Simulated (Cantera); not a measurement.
What does this Cantera script print?

```python
import numpy as np
import cantera as ct

gas = ct.Solution("gri30.yaml", transport_model="mixture-averaged")
show = ['CO2', 'NH3', 'H2O']

rows = []
print(f"{'T/K':>7s}{'rho':>11s}{'cp':>10s}{'mu':>11s}{'lambda':>11s}{'Pr':>7s}" + "".join(f"{'D_' + s:>11s}" for s in show))
for T in [400, 600, 800, 1000, 1200, 1400, 1600, 1800]:
    gas.TPX = T, 42000, {'NO': 0.75, 'O2': 0.72}
    Pr = gas.cp_mass * gas.viscosity / gas.thermal_conductivity
    D = [gas.mix_diff_coeffs_mole[gas.species_index(s)] for s in show]
    rows.append([gas.density, gas.cp_mass, gas.viscosity, gas.thermal_conductivity, Pr, *D])
    print(f"{T:7g}{gas.density:11.4e}{gas.cp_mass:10.1f}{gas.viscosity:11.4e}"
          f"{gas.thermal_conductivity:11.4e}{Pr:7.3f}" + "".join(f"{d:11.4e}" for d in D))
print("SI units: kg/m3, J/kg/K, Pa s, W/m/K, m2/s")
```

It prints:

```
    T/K        rho        cp         mu     lambda     Pr      D_CO2      D_NH3      D_H2O
    400 3.9126e-01     969.6 2.4336e-05 3.3111e-02  0.713 6.3311e-05 9.1978e-05 9.5303e-05
    600 2.6084e-01    1021.6 3.2292e-05 4.6607e-02  0.708 1.2945e-04 1.9352e-04 2.0294e-04
    800 1.9563e-01    1073.3 3.9156e-05 5.9266e-02  0.709 2.1229e-04 3.2218e-04 3.4021e-04
   1000 1.5650e-01    1111.2 4.5349e-05 7.1031e-02  0.709 3.1000e-04 4.7462e-04 5.0332e-04
   1200 1.3042e-01    1136.4 5.1076e-05 8.2038e-02  0.708 4.2134e-04 6.4863e-04 6.8974e-04
   1400 1.1179e-01    1157.3 5.6453e-05 9.2429e-02  0.707 5.4543e-04 8.4266e-04 8.9773e-04
   1600 9.7814e-02    1174.7 6.1553e-05 1.0232e-01  0.707 6.8158e-04 1.0556e-03 1.1260e-03
   1800 8.6946e-02    1189.5 6.6427e-05 1.1182e-01  0.707 8.2926e-04 1.2864e-03 1.3735e-03
SI units: kg/m3, J/kg/K, Pa s, W/m/K, m2/s
```

Model: GRI-Mech 3.0 (53 species, 325 reactions), integrated in Cantera. The composition is frozen, though it would react at the higher temperatures.
